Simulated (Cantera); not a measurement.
A perfectly stirred reactor is fed with 0.440 % CO, 1.86 % O2, 0.0195 % H2O, 97.7 % N2, at 10.0 bar; it is held at 1250 K, and followed from long to short residence time.

Computed with Cantera and GRI-Mech 3.0 (53 species, 325 reactions).

Question: Predict: x(CO) at τ = 2.50 s; x(O2) at τ = 2.50 s; x(H2O) at τ = 2.50 s; x(O) at τ = 2.50 s; x(HO2) at τ = 2.50 s; x(CO) at τ = 35.0 ms; x(O2) at τ = 35.0 ms; x(H2O) at τ = 35.0 ms; x(O) at τ = 35.0 ms; x(HO2) at τ = 35.0 ms.

Answer: 
* **x(CO) at τ = 2.50 s**: 0.000217
* **x(O2) at τ = 2.50 s**: 0.0165
* **x(H2O) at τ = 2.50 s**: 0.000195
* **x(O) at τ = 2.50 s**: 4.78e-7
* **x(HO2) at τ = 2.50 s**: 3.64e-7
* **x(CO) at τ = 35.0 ms**: 0.00334
* **x(O2) at τ = 35.0 ms**: 0.0180
* **x(H2O) at τ = 35.0 ms**: 0.000194
* **x(O) at τ = 35.0 ms**: 1.84e-6
* **x(HO2) at τ = 35.0 ms**: 1.44e-6
